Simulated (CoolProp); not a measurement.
C3F8 (R218) along the isotherm 331.1 K: density (kg/m³) from the reference equation and from simpler models built on Tc = 345.0 K, pc = 2640 kPa, ω = 0.317; each cubic takes its own stable root.

Values from CoolProp's reference Helmholtz-energy equation of state, Lemmon 2006. It is a short technical equation, of lower accuracy than the large ones.

```json
[
 {"p (kPa)": "20.9", "phase": "gas", "reference": "1.432"},
 {"p (kPa)": "33.7", "phase": "gas", "reference": "2.313"},
 {"p (kPa)": "54.5", "phase": "gas", "reference": "3.752"},
 {"p (kPa)": "88", "phase": "gas", "reference": "6.087"},
 {"p (kPa)": "142", "phase": "gas", "reference": "9.903"},
 {"p (kPa)": "230", "phase": "gas", "reference": "16.26"},
 {"p (kPa)": "371", "phase": "gas", "reference": "26.83"},
 {"p (kPa)": "600", "phase": "gas", "reference": "45.21"},
 {"p (kPa)": "969", "phase": "gas", "reference": "78.96"},
 {"p (kPa)": "1570", "phase": "gas", "reference": "154.4"},
 {"p (kPa)": "2530", "phase": "liquid", "reference": "1107"},
 {"p (kPa)": "4090", "phase": "liquid", "reference": "1173"},
 {"p (kPa)": "6600", "phase": "liquid", "reference": "1234"}
]
```

Problem. How far does each simpler model (van der Waals, Redlich-Kwong) lie from the reference over these 13 states: mean and median of the absolute difference, and the worst?

Solution. 
- van der Waals: mean 8.5 %, median 0.8 %, worst -36.5 % at 331.1 K and 2530 kPa
- Redlich-Kwong: mean 3.3 %, median 0.0 %, worst -18.4 % at 331.1 K and 2530 kPa
